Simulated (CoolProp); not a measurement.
Properties of dimethyl carbonate at several states (Tc = 557.0 K, pc = 4909 kPa, ω = 0.346).

Model: reference Helmholtz-energy equation of state, Zhou 2011, in CoolProp.

```tsv
T (K)	p (kPa)	phase	cp (kJ/(kg K))	cv (kJ/(kg K))	isothermal compressibility (1/MPa)	expansivity (1/kK)	fugacity coefficient
542.6	5480	liquid	3.182	1.792	0.03204	7.190	…
307.7	855	liquid	1.845	…	0.0009568	1.264	0.01393
471.6	27.2	gas	…	1.520	36.89	2.143	0.9968
```

Question: Complete the blanks.

Answer: 
- 542.6, fugacity coefficient: 0.5338
- 307.7, cv (kJ/(kg K)): 1.356
- 471.6, cp (kJ/(kg K)): 1.613
